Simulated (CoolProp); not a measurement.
A single-stage vapour-compression cycle with the fluid: evaporating at 215.15 K (dew point), condensing at 284.15 K (bubble point), superheat 8 K, subcooling 0 K, compressor efficiency 0.8, no pressure losses. The same conditions are run with several fluids, on thermodynamics alone (safety and materials aside).

Model: reference Helmholtz-energy equation of state of each fluid (dimethyl ether: Wu 2011; R152A: Outcalt 1996; R404A: Lemmon 2003; hydrogen chloride: Thol 2018; CH3F (R41): Lemmon 2006; R22: Kamei 1995), in CoolProp. Blends and air are pseudo-pure fits.

**Question.** Rank dimethyl ether, R152A, R404A, hydrogen chloride, CH3F (R41), R22 by cooling COP, highest first.

**Answer.** dimethyl ether (1.91), R152A (1.89), R22 (1.85), R404A (1.69), CH3F (R41) (1.62), hydrogen chloride (1.61)

```json
[
 {"fluid": "dimethyl ether", "pressure ratio": "21.0", "discharge temperature (K)": "359.5", "refrigerating effect (kJ/kg)": "356", "volumetric capacity (kJ/m³)": "164"},
 {"fluid": "R152A", "pressure ratio": "22.6", "discharge temperature (K)": "361.0", "refrigerating effect (kJ/kg)": "252", "volumetric capacity (kJ/m³)": "154"},
 {"fluid": "R404A", "pressure ratio": "16.0", "discharge temperature (K)": "323.5", "refrigerating effect (kJ/kg)": "123", "volumetric capacity (kJ/m³)": "353"},
 {"fluid": "hydrogen chloride", "pressure ratio": "8.98", "discharge temperature (K)": "458.2", "refrigerating effect (kJ/kg)": "292", "volumetric capacity (kJ/m³)": "2320"},
 {"fluid": "CH3F (R41)", "pressure ratio": "9.84", "discharge temperature (K)": "401.4", "refrigerating effect (kJ/kg)": "305", "volumetric capacity (kJ/m³)": "1660"},
 {"fluid": "R22", "pressure ratio": "16.7", "discharge temperature (K)": "373.0", "refrigerating effect (kJ/kg)": "171", "volumetric capacity (kJ/m³)": "341"}
]
```
